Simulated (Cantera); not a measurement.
An isothermal, constant-pressure homogeneous reactor starts with 0.407 % CO, 0.258 % O₂, 0.149 % H₂O, 99.2 % N₂, at 1200 K and 5.00 bar.

Cantera simulation using GRI-Mech 3.0 (53 species, 325 reactions); the numbers are that mechanism's predictions, not measurements.

x: mole fraction; the columns are a selection and need not sum to one.

```tsv
t (s)	x CO	x O₂	x H₂O	x H₂O₂	x NO	x O
0.000800	0.00407	0.00258	0.00149	<1e-12	<1e-12	2.36e-9
0.00163	0.00407	0.00258	0.00149	1.59e-12	<1e-12	___
0.00331	0.00407	0.00258	0.00149	2.59e-10	<1e-12	1.63e-7
0.00673	0.00396	0.00253	0.00148	3.44e-8	2.42e-10	5.44e-6
0.0137	___	___	0.00146	___	___	___
0.0278	0.00197	0.00153	0.00147	2.29e-8	3.67e-8	5.83e-6
0.0566	0.000823	0.000961	0.00148	9.79e-9	8.87e-8	2.76e-6
0.115	0.000241	0.000667	0.00148	3.09e-9	1.32e-7	8.21e-7
0.234	5.33e-5	0.000573	0.00149	7.03e-10	1.50e-7	1.95e-7
0.476	7.52e-6	0.000550	0.00149	1.80e-10	1.56e-7	4.14e-8
0.967	5.90e-7	0.000546	0.00149	6.77e-11	1.64e-7	1.08e-8
1.97	3.73e-8	0.000546	0.00149	2.84e-11	1.69e-7	4.15e-9
4.00	7.44e-9	0.000547	0.00149	9.55e-12	1.70e-7	1.36e-9
```

Q: What belongs in the gaps?

A: 
- 0.00163, x O: 9.97e-9
- 0.0137, x CO: 0.00322
- 0.0137, x O₂: 0.00216
- 0.0137, x H₂O₂: 3.76e-8
- 0.0137, x NO: 7.52e-9
- 0.0137, x O: 8.03e-6
